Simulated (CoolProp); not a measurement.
Properties of R11 along the isobar 0.249 MPa.

Model: reference Helmholtz-energy equation of state, Jacobsen 1992, in CoolProp.

```
T (K)  phase       Z  expansivity (1/kK)  conductivity (mW/(m K))
-----  -----  ------  ------------------  -----------------------
430.9    gas       ?               2.521                        ?
438.6    gas  0.9756               2.466                        ?
446.2    gas  0.9770               2.415                        ?
453.9    gas  0.9782               2.365                        ?
461.6    gas  0.9794               2.318                     15.3
469.3    gas  0.9805               2.272                     15.6
477      gas  0.9816               2.229                        ?
484.6    gas  0.9825               2.188                        ?
492.3    gas  0.9834               2.149                     16.5
500      gas  0.9843               2.110                        ?
```

**Question.** Fill in the missing entries.

**Answer.** 
- 430.9, Z: 0.9742
- 430.9, conductivity (mW/(m K)): 14.0
- 438.6, conductivity (mW/(m K)): 14.3
- 446.2, conductivity (mW/(m K)): 14.7
- 453.9, conductivity (mW/(m K)): 15.0
- 477, conductivity (mW/(m K)): 15.9
- 484.6, conductivity (mW/(m K)): 16.2
- 500, conductivity (mW/(m K)): 16.8

Thermal conductivity comes from a separate model (McLinden 2000), an estimate that may be off by 10 % or more.
